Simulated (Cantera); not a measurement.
A closed system holds: 1 mol SiC, 0.15 mol H₂O, 100 mol N₂, 0.016 mol CO₂, equilibrated at 0.470 bar.

These are equilibrium values from Cantera (NASA tables, ideal gas, pure condensed phases), not measurements of a reactor. Candidate condensed phases: C, C₆H₆, C₇H₈, C₈H₁₈, H₂O, Si, SiC, SiO₂, Si₂N₂O, Si₃N₄; 151 gas species. N₂ is the only nitrogen source here; it is nearly inert below about 1500 K, so the nitride shown seldom forms there in practice. Mutual solubility and eutectic melting of coexisting phases are not modelled. Equilibrium is a limit: real reactors are often held back by kinetics, nucleation or transport.

### Question
What share of the Si ends up in condensed phases as a function of T (°C), at 1225, 1275, 1325, 1375, 1425, 1475, 1525, 1575, 1625, 1675, 1725?

### Answer
```json
[
 {"T (°C)": "1225", "Si condensed (%)": "100.0", "as": "Si₂N₂O(s) + Si₃N₄(s)"},
 {"T (°C)": "1275", "Si condensed (%)": "100.0", "as": "Si₂N₂O(s) + Si₃N₄(s)"},
 {"T (°C)": "1325", "Si condensed (%)": "100.0", "as": "Si₂N₂O(s) + Si₃N₄(s)"},
 {"T (°C)": "1375", "Si condensed (%)": "99.9", "as": "SiC(s) + Si₂N₂O(s) + Si₃N₄(s)"},
 {"T (°C)": "1425", "Si condensed (%)": "99.8", "as": "SiC(s) + Si₃N₄(s)"},
 {"T (°C)": "1475", "Si condensed (%)": "99.6", "as": "SiC(s) + Si₃N₄(s)"},
 {"T (°C)": "1525", "Si condensed (%)": "99.2", "as": "SiC(s) + Si₃N₄(s)"},
 {"T (°C)": "1575", "Si condensed (%)": "98.3", "as": "SiC(s) + Si₃N₄(s)"},
 {"T (°C)": "1625", "Si condensed (%)": "96.9", "as": "SiC(s) + Si₃N₄(s)"},
 {"T (°C)": "1675", "Si condensed (%)": "94.6", "as": "SiC(s) + Si₃N₄(s)"},
 {"T (°C)": "1725", "Si condensed (%)": "91.5", "as": "SiC(s) + Si₃N₄(s)"}
]
```
